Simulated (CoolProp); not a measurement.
Vapour-liquid equilibrium of toluene (1) + n-octane (2) at 214 kPa; x and y are mole fractions of (1).

The numbers come from the multi-fluid Helmholtz-energy mixture model, Lemmon 2006 and Beckmüller 2019; pair parameters Bell 2016 in CoolProp.

```
x     bubble temperature, mixture model (K)  bubble temperature, Raoult's law (K)  y, mixture model  y, Raoult's law
----  -------------------------------------  ------------------------------------  ----------------  ---------------
0.05                                    [?]                                 427.1               [?]            0.070
0.2                                   422.5                                 424.5             0.286            0.265
0.35                                    [?]                                 422.0             0.451            0.438
0.5                                   416.9                                 419.6               [?]            0.593
0.65                                  415.0                                 417.3             0.712            0.730
0.8                                     [?]                                 415.1             0.831            0.854
0.95                                    [?]                                 413.0             0.955            0.965
```

Problem. What belongs in the gaps?

Solution. 
- 0.05, bubble temperature, mixture model (K): 426.5
- 0.05, y, mixture model: 0.080
- 0.35, bubble temperature, mixture model (K): 419.3
- 0.5, y, mixture model: 0.589
- 0.8, bubble temperature, mixture model (K): 413.5
- 0.95, bubble temperature, mixture model (K): 412.6

The largest gap from Raoult's law is -2.7 K in bubble temperature, at x = 0.5. No azeotrope shows between x = 0.05 and 0.95.

Pair parameters are fitted to limited data, so mixtures are less certain than the pure fluids.
